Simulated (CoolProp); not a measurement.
Model: reference Helmholtz-energy equation of state, Thol 2017, in CoolProp.

Q: For octamethyltrisiloxane (MDM), give the phase and the Joule-Thomson coefficient (K/MPa), isothermal compressibility (1/MPa) at 575 K and 898 kPa.

A: 
- 575 K and 898 kPa: gas; Joule-Thomson coefficient 13.3, isothermal compressibility 1.56
